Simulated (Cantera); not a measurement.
An isothermal, constant-pressure homogeneous reactor starts with NO : N₂ = 1 : 0.18 (molar parts), at 1723 K and 750 Torr. Integrator tolerance rtol = 1e-08.

Model: GRI-Mech 3.0 (53 species, 325 reactions), integrated in Cantera.

What does this change do: pressure from 750 Torr to 20.0 Torr?


| quantity | before | after |
|---|---|---|
| x(NO) at 3.00 s | 0.526 (gas-phase equilibrium 0.00384) | 0.833 (gas-phase equilibrium 0.00384) |
| x(O) at 3.00 s | 2.34e-5 (gas-phase equilibrium 3.71e-5) | 5.50e-5 (gas-phase equilibrium 0.000227) |
| x(N₂O) at 3.00 s | 0.000107 (gas-phase equilibrium 1.91e-7) | 0.000240 (gas-phase equilibrium 3.12e-8) |
| x(N₂) at 3.00 s | 0.313 (gas-phase equilibrium 0.574) | 0.160 (gas-phase equilibrium 0.574) |
| x(NO₂) at 3.00 s | 0.00137 (gas-phase equilibrium 1.61e-5) | 8.24e-5 (gas-phase equilibrium 2.63e-6) |
Radical loss at walls, strong at low pressure, is not modelled.

What does this change do: pressure from 750 Torr to 27.8 Torr?


```json
[
 {"quantity": "x(NO) at 3.00 s", "before": "0.526 (gas-phase equilibrium 0.00384)", "after": "0.828 (gas-phase equilibrium 0.00384)"},
 {"quantity": "x(O) at 3.00 s", "before": "2.34e-5 (gas-phase equilibrium 3.71e-5)", "after": "4.80e-5 (gas-phase equilibrium 0.000193)"},
 {"quantity": "x(N₂O) at 3.00 s", "before": "0.000107 (gas-phase equilibrium 1.91e-7)", "after": "0.000240 (gas-phase equilibrium 3.67e-8)"},
 {"quantity": "x(N₂) at 3.00 s", "before": "0.313 (gas-phase equilibrium 0.574)", "after": "0.162 (gas-phase equilibrium 0.574)"},
 {"quantity": "x(NO₂) at 3.00 s", "before": "0.00137 (gas-phase equilibrium 1.61e-5)", "after": "0.000110 (gas-phase equilibrium 3.10e-6)"}
]
```
Radical loss at walls, strong at low pressure, is not modelled.
